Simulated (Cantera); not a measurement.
Feed: 1 mol HgO, 0.063 mol H2, at 1.00 Torr.

Method: chemical equilibrium by Gibbs-energy minimisation in Cantera with the NASA 1993 tables (ideal gas, pure condensed phases). Candidate condensed phases: H2O, Hg, HgO; 10 gas species. Kinetics and transport are ignored. All values below are at 625 K.

Base state: Hg 0.653, O2 0.306, H2O 0.0411 (mole fractions); condensed: gas only.

Q: What changes in the equilibrium state with this change: H2 from 0.063 to 0.082 mol?

A: 
| species | before | after |
|---|---|---|
| Hg | 0.653 | 0.649 |
| O2 | 0.306 | 0.298 |
| H2O | 0.0411 | 0.0532 |
